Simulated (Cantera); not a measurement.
A perfectly stirred reactor is fed with H2 : O2 = 0.012 : 0.4 (molar parts), at 0.0133 bar; it is held at 1250 K, and followed from long to short residence time.

Computed with Cantera and the H2/O2 subset of GRI-Mech 3.0, which has no nitrogen chemistry. Radical loss at walls, strong at low pressure, is not modelled.

x: mole fraction; the columns are a selection and need not sum to one.

```
τ (s)        x H2   x O2   x H2O    x HO2      x OH       x O
-------  --------  -----  ------  -------  --------  --------
25        1.40e-5  0.970  0.0293  2.53e-7  0.000367  0.000440
6.8       3.12e-5  0.969  0.0292  4.46e-7  0.000563   0.00103
1.8             ?  0.968  0.0290        ?         ?         ?
0.50     0.000145  0.965  0.0285  1.09e-6   0.00127   0.00514
0.14     0.000295  0.960  0.0278  1.47e-6   0.00178   0.00975
0.037           ?  0.953  0.0265        ?         ?         ?
0.010     0.00144  0.950  0.0248  2.10e-6   0.00301    0.0181
0.0028    0.00377  0.950  0.0217  2.32e-6   0.00385    0.0168
0.00076    0.0105  0.956  0.0149  2.32e-6   0.00429    0.0114
```

Task: Fill in the missing entries.

Result: 
- 1.8, x H2: 6.93e-5
- 1.8, x HO2: 7.35e-7
- 1.8, x OH: 0.000861
- 1.8, x O: 0.00241
- 0.037, x H2: 0.000618
- 0.037, x HO2: 1.82e-6
- 0.037, x OH: 0.00236
- 0.037, x O: 0.0153
